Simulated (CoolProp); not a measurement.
The fluid at 440.11 K and 3.7 MPa flows at 0.14 m/s in a round tube of 10 mm bore and 45 µm roughness, fully developed (64/Re and Nu = 3.66 if laminar; Colebrook and Gnielinski if turbulent). The same conditions are run with several fluids, on thermodynamics alone (safety and materials aside).

Computed with CoolProp (reference Helmholtz-energy equation of state of each fluid (oxygen: Schmidt 1985; R404A: Lemmon 2003; R134a: Tillner-Roth 1994; R410A: Lemmon 2003)). Blends and air are pseudo-pure fits.

Q: Rank oxygen, R404A, R134a, R410A by Reynolds number, highest first.

A: R134a (9260), R404A (8200), R410A (5760), oxygen (1590)

| fluid | Darcy friction factor | pressure drop (Pa/m) | heat-transfer coefficient (W/(m² K)) | mass flow (kg/h) |
|---|---|---|---|---|
| oxygen | 0.0403 | 1.27 | 13.9 | 1.28 |
| R404A | 0.0383 | 4.37 | 91.1 | 4.61 |
| R134a | 0.0375 | 4.69 | 100.0 | 5.05 |
| R410A | 0.0409 | 3.32 | 61.7 | 3.28 |

Above 300 K oxygen's equation is extrapolated.

Transport values come from each fluid's own correlations; those of R134a are estimates that may be off by 10 % or more.
